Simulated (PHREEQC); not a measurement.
Model water analysis in mmol/kgw, 58 °C, pH 6.82, pe 0.2: Na 0.00125; K 0.000492; Ca 0.00284; Mg 0.000657; Cl 0.00289; S(6) 0.000621; Alkalinity (meq/kgw) 0.00442; F 8.38e-06; Br 2.46e-05; Si 5.09e-05; N(-3) 0.000112.

Na is adjusted to close the charge balance.
Valence states are taken as typed.

Equilibrium calculation in PHREEQC: ion-association model, wateq4f.dat.

| quantity | before | after |
|---|---|---|
| HCO3- (mol/kgw) | 4.01e-6 | 1.29e-5 |
| CO2 (mol/kgw) | 1.17e-6 | 3.75e-6 |
| CO3-2 (mol/kgw) | 1.91e-9 | 6.18e-9 |
| SI of Quartz (SiO2) | -3.75 | -3.27 |

### Question
What was changed between the two runs?
(A) all concentrations times 3 at the same typed pH
(B) pH from 6.82 to 7.32 at the same alkalinity
(C) Si from 5.09e-05 to 2.54e-05 mmol/kgw
(D) S(6) from 0.000621 to 0.00124 mmol/kgw

### Answer
A, all concentrations times 3 at the same typed pH

Precipitation was switched off in this run. Away from 25 °C the constants follow the database's enthalpies or fits; those with neither stay at their 25 °C values. SiF6-2 is the database's only silicon fluoride.
